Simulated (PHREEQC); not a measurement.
A solution holds 5.9 mol/kgw NaCl, 0.11 mol/kgw Na2B4O7 and 0.00045 mol/kgw H4SiO4, at 20 °C. Closed to the air; pH follows from the charge balance.

Model: Pitzer model, pitzer.dat, run in PHREEQC.

Task: The ionic strength comes out as 6.17 mol/kgw. What activity coefficients do B(OH)4-, B4O5(OH)4-2, Cl-, Na+, OH- get?

Result: B(OH)4- 0.063, B4O5(OH)4-2 0.0014, Cl- 0.61, Na+ 1.6, OH- 0.34. Single-ion values are on the MacInnes scale.

This is a speciation only: nothing precipitates in the calculation. The solution is supersaturated, for example in Borax, so a real one may precipitate; this is no full list. In brines, pH and single-ion activities rest on the MacInnes convention.
